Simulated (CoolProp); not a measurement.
Sulfur hexafluoride along the isotherm 245.6 K: fugacity coefficient from the reference equation and from simpler models built on Tc = 318.7 K, pc = 3755 kPa, ω = 0.210; each cubic takes its own stable root.

The numbers come from the reference Helmholtz-energy equation of state, Guder 2009 in CoolProp.

```
p (kPa)   phase  reference
-------  ------  ---------
1440     liquid     0.3434
2890     liquid     0.1816
4330     liquid     0.1285
5780     liquid     0.1021
7220     liquid    0.08666
8670     liquid    0.07649
10100    liquid    0.06953
11600    liquid    0.06426
13000    liquid    0.06061
14400    liquid    0.05783
15900    liquid    0.05556
17300    liquid    0.05394
18800    liquid    0.05263
```

Problem. How far does each simpler model (van der Waals, Soave-Redlich-Kwong) lie from the reference over these 13 states: mean and median of the absolute difference, and the worst?

Solution. 
- van der Waals: mean 143.7 %, median 143.5 %, worst +183.7 % at 245.6 K and 18800 kPa
- Soave-Redlich-Kwong: mean 3.9 %, median 4.0 %, worst +4.9 % at 245.6 K and 18800 kPa
